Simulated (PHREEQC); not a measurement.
Solution (85 °C): 0.0064 mol HF, 0.0058 mol KF and 0.0043 mol (NH4)2SiF6 per kg of water. Closed to the air; pH follows from the charge balance.

The numbers come from PHREEQC with the ion-association model, wateq4f.dat.

```
quantity                    before     after
------------------------  --------  --------
pH                            3.56      3.36
ionic strength (mol/kgw)    0.0185    0.0155
F- (mol/kgw)               0.00696   0.00476
HF2- (mol/kgw)            0.000236  0.000177
H2F2 (mol/kgw)             1.55e-5   1.86e-5
```

Name the change that produced these shifts.
A) diluted 100-fold with water
B) KF from 0.0058 to 0.0029 mol/kgw
C) KF left out
D) (NH4)2SiF6 replaced by NH4Cl at the same molality
E) diluted 10-fold with water

B, KF from 0.0058 to 0.0029 mol/kgw

No solid was allowed to form. Some of these states are supersaturated (in Quartz (slow to form), for instance). At this temperature some constants are extrapolated from 25 °C, and those without enthalpy data are left unchanged. SiF6-2 is the database's only silicon fluoride.
